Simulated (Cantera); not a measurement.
**Thermodynamics of silicon oxide and oxynitride deposition, feed HMDSO + O₃**

Input: 1 mol HMDSO, 1.6 mol O₃, equilibrated at 13300 Pa.

Method: chemical equilibrium by Gibbs-energy minimisation in Cantera with the NASA 1993 tables (ideal gas, pure condensed phases). Candidate condensed phases: C, C₆H₆, C₇H₈, C₈H₁₈, H₂O, Si, SiC, SiO₂; 123 gas species. The feed counts by its element totals alone. Mutual solubility and eutectic melting of coexisting phases are not modelled. The tables hold silica as quartz up to 1696 K and as liquid above; real silica turns to tridymite and cristobalite and melts near 1996 K. Equilibrium is a limit: real reactors are often held back by kinetics, nucleation or transport.

```json
[
 {"T (°C)": "327", "x H₂": "0.202", "x CH₄": "0.516", "x CO": "0.000479", "x H₂O": "0.264", "x CO₂": "0.0176", "x SiO": "<1e-12", "x H": "<1e-12", "x C₂H₂ (acetylene)": "<1e-12", "n C(graphite)": "2.79", "n SiO₂(α-quartz)": "2.00", "n SiO₂(β-quartz)": "0", "n SiC(s)": "0", "n SiO₂(condensed)": "0"},
 {"T (°C)": "427", "x H₂": "0.496", "x CH₄": "0.279", "x CO": "0.00681", "x H₂O": "0.193", "x CO₂": "0.0249", "x SiO": "<1e-12", "x H": "<1e-12", "x C₂H₂ (acetylene)": "<1e-12", "n C(graphite)": "3.76", "n SiO₂(α-quartz)": "2.00", "n SiO₂(β-quartz)": "0", "n SiC(s)": "0", "n SiO₂(condensed)": "0"},
 {"T (°C)": "527", "x H₂": "0.728", "x CH₄": "0.0950", "x CO": "0.0457", "x H₂O": "0.104", "x CO₂": "0.0275", "x SiO": "<1e-12", "x H": "6.77e-12", "x C₂H₂ (acetylene)": "<1e-12", "n C(graphite)": "4.52", "n SiO₂(α-quartz)": "2.00", "n SiO₂(β-quartz)": "0", "n SiC(s)": "0", "n SiO₂(condensed)": "0"},
 {"T (°C)": "627", "x H₂": "0.806", "x CH₄": "0.0270", "x CO": "0.124", "x H₂O": "0.0322", "x CO₂": "0.0114", "x SiO": "<1e-12", "x H": "2.87e-10", "x C₂H₂ (acetylene)": "4.53e-11", "n C(graphite)": "4.37", "n SiO₂(α-quartz)": "0", "n SiO₂(β-quartz)": "2.00", "n SiC(s)": "0", "n SiO₂(condensed)": "0"},
 {"T (°C)": "727", "x H₂": "0.824", "x CH₄": "0.00864", "x CO": "0.159", "x H₂O": "0.00689", "x CO₂": "0.00191", "x SiO": "<1e-12", "x H": "5.64e-9", "x C₂H₂ (acetylene)": "9.40e-10", "n C(graphite)": "4.20", "n SiO₂(α-quartz)": "0", "n SiO₂(β-quartz)": "2.00", "n SiC(s)": "0", "n SiO₂(condensed)": "0"},
 {"T (°C)": "827", "x H₂": "0.829", "x CH₄": "0.00329", "x CO": "0.165", "x H₂O": "0.00163", "x CO₂": "0.000321", "x SiO": "<1e-12", "x H": "6.45e-8", "x C₂H₂ (acetylene)": "1.10e-8", "n C(graphite)": "4.19", "n SiO₂(α-quartz)": "0", "n SiO₂(β-quartz)": "2.00", "n SiC(s)": "0", "n SiO₂(condensed)": "0"},
 {"T (°C)": "927", "x H₂": "0.832", "x CH₄": "0.00146", "x CO": "0.166", "x H₂O": "0.000479", "x CO₂": "6.98e-5", "x SiO": "4.05e-10", "x H": "4.93e-7", "x C₂H₂ (acetylene)": "8.54e-8", "n C(graphite)": "4.19", "n SiO₂(α-quartz)": "0", "n SiO₂(β-quartz)": "2.00", "n SiC(s)": "0", "n SiO₂(condensed)": "0"},
 {"T (°C)": "1027", "x H₂": "0.832", "x CH₄": "0.000727", "x CO": "0.167", "x H₂O": "0.000169", "x CO₂": "1.91e-5", "x SiO": "7.79e-8", "x H": "2.76e-6", "x C₂H₂ (acetylene)": "4.80e-7", "n C(graphite)": "4.19", "n SiO₂(α-quartz)": "0", "n SiO₂(β-quartz)": "2.00", "n SiC(s)": "0", "n SiO₂(condensed)": "0"},
 {"T (°C)": "1127", "x H₂": "0.833", "x CH₄": "0.000399", "x CO": "0.167", "x H₂O": "6.89e-5", "x CO₂": "6.35e-6", "x SiO": "6.96e-6", "x H": "1.22e-5", "x C₂H₂ (acetylene)": "2.10e-6", "n C(graphite)": "4.20", "n SiO₂(α-quartz)": "0", "n SiO₂(β-quartz)": "2.00", "n SiC(s)": "0", "n SiO₂(condensed)": "0"},
 {"T (°C)": "1227", "x H₂": "0.830", "x CH₄": "0.000236", "x CO": "0.169", "x H₂O": "3.22e-5", "x CO₂": "2.53e-6", "x SiO": "0.000332", "x H": "4.39e-5", "x C₂H₂ (acetylene)": "7.49e-6", "n C(graphite)": "4.15", "n SiO₂(α-quartz)": "0", "n SiO₂(β-quartz)": "1.98", "n SiC(s)": "0.0154", "n SiO₂(condensed)": "0"},
 {"T (°C)": "1327", "x H₂": "0.659", "x CH₄": "5.53e-5", "x CO": "0.338", "x H₂O": "4.43e-5", "x CO₂": "7.56e-6", "x SiO": "0.00286", "x H": "0.000121", "x C₂H₂ (acetylene)": "6.21e-6", "n C(graphite)": "0", "n SiO₂(α-quartz)": "0", "n SiO₂(β-quartz)": "0.574", "n SiC(s)": "1.39", "n SiO₂(condensed)": "0"},
 {"T (°C)": "1427", "x H₂": "0.641", "x CH₄": "1.46e-5", "x CO": "0.335", "x H₂O": "5.70e-5", "x CO₂": "8.72e-6", "x SiO": "0.0233", "x H": "0.000323", "x C₂H₂ (acetylene)": "2.77e-6", "n C(graphite)": "0", "n SiO₂(α-quartz)": "0", "n SiO₂(β-quartz)": "0", "n SiC(s)": "1.29", "n SiO₂(condensed)": "0.382"}
]
```
x: gas mole fraction; n: condensed amount in mol.

From 327 °C to 527 °C the condensed part is C(graphite) + SiO₂(α-quartz). From 627 °C to 1127 °C the condensed part is C(graphite) + SiO₂(β-quartz). At 1227 °C the condensed part is C(graphite) + SiC(s) + SiO₂(β-quartz). At 1327 °C the condensed part is SiC(s) + SiO₂(β-quartz). At 1427 °C the condensed part is SiC(s) + SiO₂(condensed).
